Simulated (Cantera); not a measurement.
Cantera run:

```python
import numpy as np
import cantera as ct

gas_names = """
    H HNO HNO2 HNO3 HO2 H2 H2O H2O2 N NH NH2 NH3 NH2OH NO NO2 NO3 N2 N2H2 N2H4 N2O O OH O2 O3
""".split()
cond_names = """
    H2O(s) H2O(L)
""".split()


# ... load() reads the species with a 1 bar reference pressure and builds the phases ...
atoms = {
    'N2O': {'N': 2, 'O': 1},
    'H2': {'H': 2},
}
top_T = {}  # K; cautious upper limits of use, not melting points


# ... equilibrate(T, P, feed) seeds the gas with the atoms and calls Mixture.equilibrate('TP', solver="vcs", rtol=1e-11, max_steps=5000) ...
results = []
T = 673  # K
P = 95000  # Pa
for m in [0.087, 0.11, 0.15, 0.19, 0.25, 0.33, 0.43, 0.57, 0.74, 0.97, 1.3]:
    feed = {'N2O': 1, 'H2': m}  # mol
    mix = equilibrate(T, P, feed)
    results.append((T, P, feed, dict(zip(mix.species_names, mix.species_moles))))

top = {s: max(r[3][s] / sum(r[3][g] for g in gas_names) for r in results) for s in gas_names}
cols = sorted((s for s in top if top[s] > 0.0001), key=lambda s: -top[s])[:8]
seen = [c for c in cond_names if any(r[3].get(c, 0) > 1e-12 for r in results)]
print("log10 of partial pressures in bar; condensed amounts in mol")
print(f"{'n(H2)':>10s}" + "".join(f"{s[:9]:>10s}" for s in cols + seen))
for T, P, feed, n in results:
    ng = sum(n[g] for g in gas_names)
    print(f"{feed['H2']:10.4g}" + "".join(f"{np.log10(max(n[s] / ng * P / 1e5, 1e-99)):10.3f}" for s in cols)
          + "".join(f"{n.get(c, 0):10.4g}" for c in seen))
```

Output:

```
log10 of partial pressures in bar; condensed amounts in mol
     n(H2)        N2       H2O        O2        H2       NH3
     0.087    -0.211    -1.271    -0.551   -17.311   -27.943
      0.11    -0.214    -1.173    -0.566   -17.205   -27.786
      0.15    -0.220    -1.043    -0.591   -17.063   -27.576
      0.19    -0.225    -0.946    -0.618   -16.953   -27.413
      0.25    -0.233    -0.835    -0.659   -16.821   -27.219
      0.33    -0.244    -0.725    -0.719   -16.681   -27.015
      0.43    -0.257    -0.623    -0.802   -16.538   -26.806
      0.57    -0.274    -0.518    -0.941   -16.363   -26.552
      0.74    -0.294    -0.425    -1.180   -16.150   -26.243
      0.97    -0.320    -0.333    -2.144   -15.577   -25.396
       1.3    -0.384    -0.384   -31.581    -0.909    -3.426
```

Method: chemical equilibrium by Gibbs-energy minimisation in Cantera with the NASA 1993 tables (ideal gas, pure condensed phases).
